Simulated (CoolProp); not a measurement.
Sulfur dioxide along the isobar 12.5 MPa: Z from the reference equation and from simpler models built on Tc = 430.6 K, pc = 7.887 MPa, ω = 0.256; each cubic takes its own stable root.

Model: reference Helmholtz-energy equation of state, Gao 2016, in CoolProp.

```tsv
T (K)	phase	reference
424.1	liquid	0.2407
430.9	supercritical	0.2484
437.6	supercritical	0.2590
444.3	supercritical	0.2744
451	supercritical	0.2985
457.8	supercritical	0.3383
464.5	supercritical	0.3935
471.2	supercritical	0.4517
477.9	supercritical	0.5031
484.7	supercritical	0.5472
491.4	supercritical	0.5839
498.1	supercritical	0.6156
504.8	supercritical	0.6433
511.6	supercritical	0.6681
518.3	supercritical	0.6900
525	supercritical	0.7097
```

Problem. How far does each simpler model (Redlich-Kwong, Soave-Redlich-Kwong, Peng-Robinson) lie from the reference over these 16 states: mean and median of the absolute difference, and the worst?

Solution. 
- Redlich-Kwong: mean 9.1 %, median 4.8 %, worst +20.2 % at 430.9 K and 12.5 MPa
- Soave-Redlich-Kwong: mean 12.3 %, median 10.0 %, worst +22.5 % at 451 K and 12.5 MPa
- Peng-Robinson: mean 5.1 %, median 3.5 %, worst +12.8 % at 451 K and 12.5 MPa
